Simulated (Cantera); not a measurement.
A perfectly stirred reactor is fed with CH4 : H2O = 1 : 6.3 (molar parts), at 3.70 bar; it is held at 1398 K, and followed from long to short residence time.

Computed with Cantera and GRI-Mech 3.0 (53 species, 325 reactions).

Task: Predict: x(CH4) at τ = 2.60 s; x(H2O) at τ = 2.60 s; x(H2) at τ = 2.60 s; x(CH2O) at τ = 2.60 s; x(CH4) at τ = 46.0 ms; x(H2O) at τ = 46.0 ms; x(H2) at τ = 46.0 ms; x(CH2O) at τ = 46.0 ms.

Result: 
```
Quantity                  Value
----------------------  -------
x(CH4) at τ = 2.60 s     0.0848
x(H2O) at τ = 2.60 s      0.802
x(H2) at τ = 2.60 s      0.0857
x(CH2O) at τ = 2.60 s   1.90e-6
x(CH4) at τ = 46.0 ms     0.134
x(H2O) at τ = 46.0 ms     0.861
x(H2) at τ = 46.0 ms    0.00339
x(CH2O) at τ = 46.0 ms  3.45e-6
```
